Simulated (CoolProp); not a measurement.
Values from CoolProp's reference Helmholtz-energy equation of state, Lemmon 2006. It is a short technical equation, of lower accuracy than the large ones.

Task: Give the vapour pressure (MPa), liquid density (kg/m³), vapour Z, liquid viscosity (µPa s) of saturated n-decane at 449.6 K.

Result: 
| T (K) | p (MPa) | liquid density (kg/m³) | vapour Z | liquid viscosity (µPa s) |
|---|---|---|---|---|
| 449.6 | 0.107 | 602 | 0.934 | 199 |

Viscosity comes from a separate model (Huber 2004).
